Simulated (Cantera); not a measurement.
Cantera run:

```python
import numpy as np
import cantera as ct

gas_names = """
    Fe FeO Fe(OH)2 H HNO HNO2 HNO3 HO2 H2 H2O H2O2 H2S H2SO4 N NH NH2 NH3 NH2OH NO NO2 NO3 N2 N2H2 N2H4
    N2O O OH O2 O3 S SH SN SO SO2 SO3 S2 S2O S8
""".split()
cond_names = """
    Fe(a) Fe(c) Fe(d) Fe(L) FeO(s) FeO(L) Fe(OH)2(s) Fe(OH)3(s) FeS(a) FeS(b) FeS(c) FeS(L) FeSO4(s)
    FeS2(s) Fe2O3(s) Fe2S3O12(s) Fe3O4(s) H2O(s) H2O(L) H2SO4(L) S(cr1) S(cr2) S(L)
""".split()


# ... load() reads the species with a 1 bar reference pressure and builds the phases ...
atoms = {
    'Fe2O3': {'Fe': 2, 'O': 3},
    'SO3': {'S': 1, 'O': 3},
    'N2': {'N': 2},
    'H2S': {'H': 2, 'S': 1},
}
top_T = {'FeSO4(s)': 950, 'FeS2(s)': 1010, 'Fe2O3(s)': 1830, 'Fe2S3O12(s)': 1100, 'Fe3O4(s)': 1870}  # K; cautious upper limits of use, not melting points


# ... equilibrate(T, P, feed) seeds the gas with the atoms and calls Mixture.equilibrate('TP', solver="vcs", rtol=1e-11, max_steps=5000) ...
results = []
feed = {'Fe2O3': 1, 'SO3': 0.1, 'N2': 2.4, 'H2S': 3.1}  # mol
P = 5200  # Pa
for T in [750, 825, 900, 975, 1050, 1125, 1200, 1275, 1350, 1425, 1500]:
    mix = equilibrate(T, P, feed)
    results.append((T, P, feed, dict(zip(mix.species_names, mix.species_moles))))
    x = sorted(zip(gas.X, gas.species_names), reverse=True)
    print(f"T = {T:g} K  P = {P:g} Pa  gas = {mix.phase_moles(0):.4g} mol")
    print("   x: " + "  ".join(f"{s} {v:.3e}" for v, s in x if v > 1e-06))
    print("   condensed (mol): " + ("  ".join(f"{mix.phase(i).name} {mix.phase_moles(i):.4g}"
          for i in range(1, mix.n_phases) if mix.phase_moles(i) > 1e-12) or "none"))
```

Output:

```
T = 750 K  P = 5200 Pa  gas = 5.521 mol
   x: H2O 5.562e-01  N2 4.347e-01  H2S 4.882e-03  SO2 3.738e-03  H2 4.171e-04  S2 1.106e-04  S2O 2.149e-06
   condensed (mol): FeS(c) 0.5669  FeS2(s) 1.292  Fe3O4(s) 0.04699
T = 825 K  P = 5200 Pa  gas = 5.714 mol
   x: H2O 5.165e-01  N2 4.200e-01  SO2 3.045e-02  H2S 2.504e-02  S2 6.920e-03  H2 9.897e-04  S2O 1.287e-04
   condensed (mol): FeS(c) 1.198  FeS2(s) 0.8023
T = 900 K  P = 5200 Pa  gas = 6.067 mol
   x: H2O 4.518e-01  N2 3.956e-01  H2S 5.664e-02  S2 4.706e-02  SO2 4.575e-02  H2 2.541e-03  S2O 6.334e-04  SH 3.306e-06  SO 2.707e-06
   condensed (mol): FeS(c) 2
T = 975 K  P = 5200 Pa  gas = 6.082 mol
   x: H2O 4.550e-01  N2 3.946e-01  S2 5.157e-02  H2S 4.939e-02  SO2 4.348e-02  H2 5.322e-03  S2O 6.354e-04  SH 1.079e-05  SO 9.428e-06
   condensed (mol): FeS(c) 2
T = 1050 K  P = 5200 Pa  gas = 6.099 mol
   x: H2O 4.555e-01  N2 3.935e-01  S2 5.502e-02  H2S 4.292e-02  SO2 4.248e-02  H2 9.890e-03  S2O 6.372e-04  SH 2.931e-05  SO 2.765e-05
   condensed (mol): FeS(c) 2
T = 1125 K  P = 5200 Pa  gas = 6.118 mol
   x: H2O 4.531e-01  N2 3.923e-01  S2 5.747e-02  SO2 4.280e-02  H2S 3.698e-02  H2 1.659e-02  S2O 6.418e-04  SO 7.100e-05  SH 6.855e-05
   condensed (mol): FeS(c) 2
T = 1200 K  P = 5200 Pa  gas = 6.14 mol
   x: H2O 4.478e-01  N2 3.909e-01  S2 5.895e-02  SO2 4.442e-02  H2S 3.150e-02  H2 2.551e-02  S2O 6.498e-04  SO 1.640e-04  SH 1.416e-04
   condensed (mol): FeS(c) 2
T = 1275 K  P = 5200 Pa  gas = 6.165 mol
   x: H2O 4.398e-01  N2 3.893e-01  S2 5.947e-02  SO2 4.726e-02  H2 3.644e-02  H2S 2.652e-02  S2O 6.596e-04  SO 3.469e-04  SH 2.635e-04  S 2.023e-06
   condensed (mol): FeS(c) 2
T = 1350 K  P = 5200 Pa  gas = 6.192 mol
   x: H2O 4.294e-01  N2 3.876e-01  S2 5.906e-02  SO2 5.112e-02  H2 4.896e-02  H2S 2.210e-02  SO 6.805e-04  S2O 6.689e-04  SH 4.495e-04  S 6.277e-06  H 2.313e-06
   condensed (mol): FeS(c) 2
T = 1425 K  P = 5200 Pa  gas = 6.22 mol
   x: H2O 4.171e-01  N2 3.858e-01  H2 6.263e-02  S2 5.778e-02  SO2 5.575e-02  H2S 1.828e-02  SO 1.249e-03  SH 7.124e-04  S2O 6.749e-04  S 1.717e-05  H 7.486e-06  Fe(OH)2 2.176e-06  OH 1.090e-06
   condensed (mol): FeS(c) 2
T = 1500 K  P = 5200 Pa  gas = 6.25 mol
   x: H2O 4.034e-01  N2 3.840e-01  H2 7.699e-02  SO2 6.088e-02  S2 5.573e-02  H2S 1.506e-02  SO 2.157e-03  SH 1.061e-03  S2O 6.752e-04  S 4.213e-05  H 2.142e-05  Fe(OH)2 5.971e-06  OH 3.204e-06
   condensed (mol): FeS(L) 2
```

Cantera equilibrium calculation (NASA polynomials, part measured and part estimated; ideal gas, pure solids and liquids). FeS: taken at fixed stoichiometry. Gases not in the tables: S3 to S7.
